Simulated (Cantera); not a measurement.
Feed: 1 mol Fe3O4, 2.1 mol CH4, 6.5 mol H2, equilibrated at 825 °C and 10.0 mbar.

These are equilibrium values from Cantera (NASA tables, ideal gas, pure condensed phases), not measurements of a reactor. Candidate condensed phases: C, C6H6, C7H8, C8H18, Fe, Fe(CO)5, FeO, Fe(OH)2, Fe(OH)3, Fe2O3, Fe3O4, H2O; 114 gas species. The numbers say what is thermodynamically allowed, not how fast it happens.

Base state: H2 0.712, CO 0.140, H2O 0.124, CO2 0.0242 (mole fractions); condensed: Fe(α).

Q: What changes in the equilibrium state with this change: CH4 from 2.1 to 3.5 mol?

A: 
```json
[
 {"species": "H2", "before": "0.712", "after": "0.771"},
 {"species": "CO", "before": "0.140", "after": "0.200"},
 {"species": "H2O", "before": "0.124", "after": "0.0234"},
 {"species": "CO2", "before": "0.0242", "after": "0.00602"},
 {"species": "Fe(α), mol", "before": "3.00", "after": "3.00"}
]
```

Q: What changes in the equilibrium state with this change: temperature from 825 °C to 1677 °C?

A: 
```tsv
species	before	after
H2	0.712	0.673
CO	0.140	0.153
H2O	0.124	0.137
Fe	<1e-9	0.0205
CO2	0.0242	0.00709
OH	<1e-9	0.000174
FeO	<1e-9	7.37e-5
Fe(α), mol	3.00	0
Fe(l), mol	0	2.73
```
